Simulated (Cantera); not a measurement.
# Thermodynamics of halide evaporation, hydrolysis and transport, feed CsF + HCl + N₂

Input: 1 mol CsF, a varied amount of HCl, 130 mol N₂, at 1498 K and 75.0 Torr.

These are equilibrium values from Cantera (NASA tables, ideal gas, pure condensed phases), not measurements of a reactor. Candidate condensed phases: Cs, CsCl, CsF, NH₄Cl; 32 gas species. Rates play no part.

| n(HCl) (mol) | x N₂ | x HF | x CsCl | x HCl | x CsF | x Cl | x H₂ | x Cs₂Cl₂ |
|---|---|---|---|---|---|---|---|---|
| 0.13 | 0.991 | 0.000990 | 0.000990 | 8.88e-7 | 0.00663 | 4.94e-7 | 6.22e-9 | 6.90e-8 |
| 0.19 | 0.991 | 0.00145 | 0.00145 | 2.03e-6 | 0.00617 | 6.15e-7 | 2.10e-8 | 1.47e-7 |
| 0.28 | 0.990 | 0.00213 | 0.00213 | 4.95e-6 | 0.00549 | 8.03e-7 | 7.31e-8 | 3.19e-7 |
| 0.4 | 0.989 | 0.00303 | 0.00303 | 1.21e-5 | 0.00458 | 1.12e-6 | 2.21e-7 | 6.47e-7 |
| 0.59 | 0.988 | 0.00444 | 0.00444 | 3.76e-5 | 0.00315 | 1.98e-6 | 6.94e-7 | 1.39e-6 |
| 0.87 | 0.986 | 0.00639 | 0.00638 | 0.000205 | 0.00120 | 5.56e-6 | 2.60e-6 | 2.87e-6 |
| 1.3 | 0.983 | 0.00742 | 0.00741 | 0.00238 | 0.000139 | 2.80e-5 | 1.39e-5 | 3.87e-6 |
| 1.9 | 0.978 | 0.00747 | 0.00747 | 0.00677 | 4.96e-5 | 5.61e-5 | 2.80e-5 | 3.93e-6 |
x: gas mole fraction; nothing condenses.

From 0.13 mol HCl to 1.9 mol HCl nothing is condensed. The main Cs-bearing gas is CsF at 0.13 mol HCl and CsCl at 1.9 mol HCl.
